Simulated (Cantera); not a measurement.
Input: 1 mol C6H6, 0.19 mol H2O, 8.2 mol H2, at 723 K and 0.240 bar.

Equilibrium computed with Cantera from the NASA thermochemical tables; the gas is ideal and each condensed phase is pure. Candidate condensed phases: C, C6H6, C7H8, C8H18, H2O; 110 gas species. The numbers say what is thermodynamically allowed, not how fast it happens.

Question: What is the equilibrium state?

Answer: 
```json
{
 "x(H2)": "0.566",
 "x(CH4)": "0.411",
 "x(H2O)": "0.0222",
 "x(CO)": "0.000800",
 "x(CO2)": "0.000241",
 "x(C2H6)": "1.90e-6",
 "n(C(graphite))": "2.67 mol",
 "gas_amount": "8.081 mol"
}
```
